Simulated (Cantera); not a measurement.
Charge: 1 mol Fe(CO)5, 0.2 mol O2, 3.4 mol H2, at 873 K and 33.0 Pa.

These are equilibrium values from Cantera (NASA tables, ideal gas, pure condensed phases), not measurements of a reactor. Candidate condensed phases: C, C6H6, C7H8, C8H18, Fe, Fe(CO)5, FeO, Fe(OH)2, Fe(OH)3, Fe2O3, Fe3O4, H2O; 114 gas species. Kinetics and transport are ignored.

Base state: CO 0.558, H2 0.395, CO2 0.0376, H2O 0.00999 (mole fractions); condensed: Fe(α).

Task: What changes in the equilibrium state with this change: temperature from 873 K to 1223 K?

Result: 
```csv
species,before,after
CO,0.558,0.571
H2,0.395,0.381
CO2,0.0376,0.0241
H2O,0.00999,0.0235
H,1.62e-9,1.02e-5
"Fe(α), mol",1.00,0
"Fe(γ), mol",0,1.000
```
